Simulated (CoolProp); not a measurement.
Vapour-liquid equilibrium of cyclohexane (1) + dimethyl carbonate (2) at 381.8 K; x and y are mole fractions of (1).

Computed with CoolProp (multi-fluid Helmholtz-energy mixture model, Zhou 2014 and Zhou 2011; pair parameters Bell 2016).

```csv
x,bubble pressure (MPa),y at the bubble point,dew pressure at overall composition x (MPa),liquid density (mol/L)
0.05,0.2015,___,0.1841,10.34
0.2,0.2466,0.389,0.2089,___
0.35,0.2664,0.491,0.2385,___
0.5,0.2740,___,0.2677,9.037
0.65,0.2747,___,0.2725,8.724
0.8,0.2665,0.702,0.2514,8.467
0.95,___,0.882,0.2265,8.262
```

Task: Some entries are withheld; supply them.

Result: 
- 0.05, y at the bubble point: 0.158
- 0.2, liquid density (mol/L): 9.843
- 0.35, liquid density (mol/L): 9.410
- 0.5, y at the bubble point: 0.556
- 0.65, y at the bubble point: 0.616
- 0.95, bubble pressure (MPa): 0.2376

y crosses x between x = 0.5 and 0.65: the model has an azeotrope there.

The pair parameters rest on a limited set of measurements; away from them the model extrapolates.
